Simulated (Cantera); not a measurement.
A freely propagating, adiabatic, planar premixed flame of 18.2 % H2, 17.2 % O2, 64.6 % N2, unburnt at 448 K and 0.405 atm; unity-Lewis-number transport, grid criteria slope 0.08 and curve 0.16, no radiation.

Computed with Cantera and the H2/O2 subset of GRI-Mech 3.0, which has no nitrogen chemistry. Unity Lewis numbers drop preferential diffusion, which matters most where H2 and H carry the flame. Burning velocities carry a grid error of a few per cent, more on coarse grids. Lean hydrogen flames are cellular in practice and burn faster than this planar one.

Predict: laminar burning velocity; thermal thickness; peak x(H); peak x(O); peak x(OH).


```
Item                        Result
------------------------  --------
laminar burning velocity  160 cm/s
thermal thickness         0.850 mm
peak x(H)                   0.0245
peak x(O)                   0.0114
peak x(OH)                 0.00839
```
